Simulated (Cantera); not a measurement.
Standard-state values (1 bar) from the NASA 1993 polynomials, evaluated with Cantera. Values are per mole of reaction as written; species without (g) are pure solids or liquids, kept so even where they would boil at 1 bar.

3 PbF2 + 4 S → SF6(g) + 3 PbS(g)

```
T (K)  ΔH° (kJ)  ΔS° (J/K)  ΔG° (kJ)  log10 K
-----  --------  ---------  --------  -------
500      1170.5      489.9     925.6   -96.69
575      1158.7      467.9     889.7   -80.82
650           ?          ?         ?        ?
725      1116.6      402.5     824.8   -59.42
800      1098.9      379.2     795.5   -51.94
875           ?          ?         ?        ?
```

Question: Fill in the missing entries.

Answer: 
- 650, ΔH° (kJ): 1137.4
- 650, ΔS° (J/K): 432.8
- 650, ΔG° (kJ): 856.1
- 650, log10 K: -68.79
- 875, ΔH° (kJ): 1085.5
- 875, ΔS° (J/K): 363.2
- 875, ΔG° (kJ): 767.7
- 875, log10 K: -45.83
